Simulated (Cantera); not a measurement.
Charge: 1 mol LiOH, 1.9 mol H2, 0.01 mol O2, 1.1 mol H2O, held at 1.05 Torr.

Equilibrium computed with Cantera from the NASA thermochemical tables; the gas is ideal and each condensed phase is pure. Candidate condensed phases: H2O, Li, LiH, LiOH, Li2O; 17 gas species. Equilibrium is a limit: real reactors are often held back by kinetics, nucleation or transport.

x: gas mole fraction; n: condensed amount in mol.

| T (°C) | x H2 | x H2O | x LiOH | x Li | x H | x OH | n Li2O(s) |
|---|---|---|---|---|---|---|---|
| 650 | 0.537 | 0.463 | 6.23e-5 | 2.12e-9 | 4.79e-9 | 4.79e-12 | 0.500 |
| 800 | 0.537 | 0.462 | ___ | ___ | ___ | ___ | 0.497 |
| 950 | 0.531 | 0.447 | 0.0214 | 7.82e-5 | 5.86e-6 | 4.44e-8 | 0.462 |
| 1100 | 0.499 | ___ | ___ | ___ | ___ | ___ | ___ |
| 1250 | 0.456 | 0.297 | 0.228 | 0.0188 | 0.000417 | 8.36e-6 | 0 |
| 1400 | 0.438 | 0.316 | 0.202 | 0.0419 | 0.00201 | 7.00e-5 | 0 |
| 1550 | 0.412 | 0.341 | 0.167 | 0.0721 | 0.00743 | 0.000428 | 0 |
| 1700 | 0.379 | 0.363 | 0.131 | 0.103 | 0.0222 | 0.00202 | 0 |
| 1850 | 0.338 | 0.372 | 0.0965 | 0.129 | 0.0557 | 0.00760 | 0 |
| 2000 | 0.289 | 0.347 | 0.0653 | 0.146 | 0.121 | 0.0225 | 0 |

**Question.** Fill in the missing entries.

**Answer.** 
- 800, x LiOH: 0.00179
- 800, x Li: 8.72e-7
- 800, x H: 2.74e-7
- 800, x OH: 8.82e-10
- 1100, x H2O: 0.365
- 1100, x LiOH: 0.133
- 1100, x Li: 0.00271
- 1100, x H: 6.28e-5
- 1100, x OH: 8.22e-7
- 1100, n Li2O(s): 0.244
